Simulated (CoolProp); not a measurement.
Vapour-liquid equilibrium of sulfur dioxide (1) + toluene (2) at 3.31 bar; x and y are mole fractions of (1).

The numbers come from the multi-fluid Helmholtz-energy mixture model, Gao 2016 and Lemmon 2006; pair parameters Bell 2016 in CoolProp.

| x | bubble temperature (°C) | y at the bubble point | dew temperature at overall composition x (°C) | liquid density (mol/L) |
|---|---|---|---|---|
| 0.05 | 132.5 | 0.456 | 155.9 | 8.452 |
| 0.15 | 94.6 | 0.826 | 150.9 | 9.480 |
| 0.25 | 71.3 | 0.930 | 145.5 | 10.45 |
| 0.35 | … | 0.966 | 139.5 | 11.43 |
| 0.45 | 45.9 | 0.981 | 132.9 | … |
| 0.55 | 38.4 | 0.989 | 125.4 | 13.65 |
| 0.65 | 32.9 | 0.993 | 116.6 | 14.96 |
| 0.75 | 28.5 | 0.996 | 105.5 | 16.46 |
| 0.85 | 24.8 | 0.998 | 90.5 | 18.22 |
| 0.95 | 21.6 | … | 63.9 | 20.33 |

Some entries are withheld; supply them.


- 0.35, bubble temperature (°C): 56.2
- 0.45, liquid density (mol/L): 12.49
- 0.95, y at the bubble point: 0.999

No azeotrope shows between x = 0.05 and 0.95.

The pair parameters rest on a limited set of measurements; away from them the model extrapolates.
